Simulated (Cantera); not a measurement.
Cantera run, input and output.

```python
import numpy as np
import cantera as ct

gas = ct.Solution("h2o2.yaml")
gas.TPX = 1350, 200, {'H2': 0.01, 'O2': 1, 'N2': 0.41}
reactor = ct.IdealGasConstPressureReactor(gas, energy="off", clone=False)
net = ct.ReactorNet([reactor])
net.rtol, net.atol = 1e-08, 1e-18
show = ['H2', 'O2', 'H2O', 'O', 'HO2', 'OH', 'H']
times = np.geomspace(0.0003, 1, 12)

steps = ct.SolutionArray(gas, extra=["t"])
rows = []
print(f"{'t/s':>10s}{'T/K':>9s}{'P/Pa':>11s}" + "".join(f"{s:>11s}" for s in show))
for t in times:
    while net.time < t:
        t_next = net.step()
        steps.append(gas.state, t=t_next)
    rows.append([np.interp(t, steps.t, y) for y in (steps.T, steps.P, *steps(*show).X.T)])
    print(f"{t:10.3e}{rows[-1][0]:9.1f}{rows[-1][1]:11.4g}" + "".join(f"{x:11.3e}" for x in rows[-1][2:]))
rate = np.gradient(steps.T, steps.t)
print("integrator steps:", len(steps.t))
if steps.T.max() > steps.T[0] + 200:
    print(f"time of steepest temperature rise: {steps.t[rate.argmax()]:.4e} s")
gas.TPX = 1350, 200, {'H2': 0.01, 'O2': 1, 'N2': 0.41}
gas.equilibrate("TP")
print(f"equilibrium (TP): T = {gas.T:.1f} K  " + "  ".join(f"{s} {gas[s].X[0]:.3e}" for s in show))
```

Output:

```
       t/s      T/K       P/Pa         H2         O2        H2O          O        HO2         OH          H
 3.000e-04   1350.0        200  7.042e-03  7.042e-01  5.123e-11  1.168e-09  2.544e-09  1.152e-09  1.428e-09
 6.272e-04   1350.0        200  7.042e-03  7.042e-01  3.556e-10  3.690e-09  5.319e-09  3.575e-09  1.987e-09
 1.311e-03   1350.0        200  7.042e-03  7.042e-01  2.178e-09  1.055e-08  1.111e-08  9.881e-09  2.759e-09
 2.741e-03   1350.0        200  7.042e-03  7.042e-01  1.265e-08  3.115e-08  2.322e-08  2.766e-08  4.786e-09
 5.730e-03   1350.0        200  7.042e-03  7.042e-01  8.283e-08  1.185e-07  4.846e-08  9.932e-08  1.305e-08
 1.198e-02   1350.0        200  7.041e-03  7.042e-01  9.113e-07  9.249e-07  1.009e-07  7.497e-07  8.831e-08
 2.504e-02   1350.0        200  6.972e-03  7.042e-01  4.955e-05  4.548e-05  1.949e-07  3.647e-05  4.254e-06
 5.235e-02   1350.0        200  6.064e-04  6.981e-01  5.526e-03  5.172e-03  8.132e-08  1.472e-03  3.478e-04
 1.094e-01   1350.0        200  2.829e-05  6.975e-01  6.483e-03  6.231e-03  5.416e-08  8.394e-04  2.235e-04
 2.288e-01   1350.0        200  2.792e-05  6.975e-01  6.486e-03  6.198e-03  5.395e-08  8.360e-04  2.213e-04
 4.783e-01   1350.0        200  2.762e-05  6.976e-01  6.491e-03  6.127e-03  5.366e-08  8.314e-04  2.176e-04
 1.000e+00   1350.0        200  2.699e-05  6.977e-01  6.500e-03  5.981e-03  5.306e-08  8.221e-04  2.100e-04
integrator steps: 623
equilibrium (TP): T = 1350.0 K  H2 3.863e-08  O2 7.032e-01  H2O 7.051e-03  O 7.963e-06  HO2 8.219e-09  OH 3.125e-05  H 1.054e-08
```

Cantera simulation using the H2/O2 subset of GRI-Mech 3.0, which has no nitrogen chemistry; the numbers are that mechanism's predictions, not measurements. Radical loss at walls, strong at low pressure, is not modelled.
